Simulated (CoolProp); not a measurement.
Saturation properties of ammonia.

The numbers come from the reference Helmholtz-energy equation of state, Gao 2020 in CoolProp.

```tsv
T (K)	p (MPa)	liquid density (kg/m³)	liquid cp (kJ/(kg K))	liquid viscosity (µPa s)
294.4	0.8918	608.5	4.749	137
299.9	1.058	600.3	4.795	130
305.4	1.247	591.9	4.848	123
310.9	1.460	583.2	4.907	117
316.4	1.700	574.3	4.974	111
321.9	1.968	565.1	5.050	105
327.4	2.267	555.6	5.137	99.8
332.9	2.599	545.8	5.237	94.7
338.4	2.966	535.5	5.354	89.9
```

It boils at 239.8 K under 1 atm.

Viscosity comes from a separate model (Fenghour 1995).
